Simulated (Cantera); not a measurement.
Input (Python, Cantera) and output of one run.

```python
import numpy as np
import cantera as ct

gas_names = """
    H HO2 H2 H2O H2O2 O OH O2 O3 Ta TaO TaO2
""".split()
cond_names = """
    H2O(s) H2O(L) Ta(cr) Ta(L) Ta2O5(s) Ta2O5(L)
""".split()


# ... load() reads the species with a 1 bar reference pressure and builds the phases ...
atoms = {
    'Ta': {'Ta': 1},
    'O2': {'O': 2},
    'H2': {'H': 2},
}
top_T = {}  # K; cautious upper limits of use, not melting points


# ... equilibrate(T, P, feed) seeds the gas with the atoms and calls Mixture.equilibrate('TP', solver="vcs", rtol=1e-11, max_steps=5000) ...
results = []
feed = {'Ta': 1, 'O2': 0.89, 'H2': 85}  # mol
P = 40000  # Pa
for T in [900, 1000, 1100, 1200, 1300, 1400, 1500, 1600, 1700, 1800, 1900, 2000, 2100]:
    mix = equilibrate(T, P, feed)
    results.append((T, P, feed, dict(zip(mix.species_names, mix.species_moles))))

top = {s: max(r[3][s] / sum(r[3][g] for g in gas_names) for r in results) for s in gas_names}
cols = sorted((s for s in top if top[s] > 0.001), key=lambda s: -top[s])[:9]
seen = [c for c in cond_names if any(r[3].get(c, 0) > 1e-12 for r in results)]
print("log10 of partial pressures in bar; condensed amounts in mol")
print(f"{'T/K':>10s}" + "".join(f"{s[:9]:>10s}" for s in cols + seen))
for T, P, feed, n in results:
    ng = sum(n[g] for g in gas_names)
    print(f"{T:10.4g}" + "".join(f"{np.log10(max(n[s] / ng * P / 1e5, 1e-99)):10.3f}" for s in cols)
          + "".join(f"{n.get(c, 0):10.4g}" for c in seen))
```

Result:

```
log10 of partial pressures in bar; condensed amounts in mol
       T/K        H2         H       H2O    Ta(cr)  Ta2O5(s)  Ta2O5(L)
       900    -0.398   -10.131    -8.026     0.288     0.356         0
      1000    -0.398    -8.843    -7.110     0.288     0.356         0
      1100    -0.398    -7.786    -6.367     0.288     0.356         0
      1200    -0.398    -6.904    -5.754    0.2881    0.3559         0
      1300    -0.398    -6.155    -5.239    0.2885    0.3558         0
      1400    -0.398    -5.512    -4.801    0.2893    0.3553         0
      1500    -0.398    -4.953    -4.425    0.2912    0.3544         0
      1600    -0.398    -4.464    -4.098    0.2948    0.3526         0
      1700    -0.398    -4.031    -3.813    0.3011    0.3495         0
      1800    -0.398    -3.645    -3.560    0.3114    0.3443         0
      1900    -0.399    -3.300    -3.337    0.3272    0.3364         0
      2000    -0.400    -2.989    -3.137      0.35    0.3249         0
      2100    -0.401    -2.707    -2.971    0.3788         0    0.3099
```

These are equilibrium values from Cantera (NASA tables, ideal gas, pure condensed phases), not measurements of a reactor. Mutual solubility and eutectic melting of coexisting phases are not modelled. Condensed phases not in the tables: N, O or C dissolved in the metal.
